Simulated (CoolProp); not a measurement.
Vapour-liquid equilibrium of n-hexane (1) + p-xylene (2) at 3.65 bar; x and y are mole fractions of (1).

Model: multi-fluid Helmholtz-energy mixture model, Thol 2019 and Zhou 2012; pair parameters Bell 2016, in CoolProp.

| x | bubble temperature (K) | y at the bubble point | dew temperature at overall composition x (K) | liquid density (mol/L) |
|---|---|---|---|---|
| 0.05 | 458.1 | 0.189 | 464.7 | 6.589 |
| 0.2 | … | 0.544 | 457.5 | 6.685 |
| 0.35 | 422.9 | 0.724 | 449.5 | 6.716 |
| 0.5 | … | 0.829 | 440.3 | 6.707 |
| 0.65 | … | 0.898 | … | 6.671 |
| 0.8 | … | 0.948 | 415.5 | 6.619 |
| 0.95 | 391.1 | 0.988 | 396.8 | 6.556 |

**Question.** Complete the blanks.

**Answer.** 
- 0.2, bubble temperature (K): 437.3
- 0.5, bubble temperature (K): 412.3
- 0.65, bubble temperature (K): 404.1
- 0.65, dew temperature at overall composition x (K): 429.3
- 0.8, bubble temperature (K): 397.2

No azeotrope shows between x = 0.05 and 0.95.

The pair parameters rest on a limited set of measurements; away from them the model extrapolates.
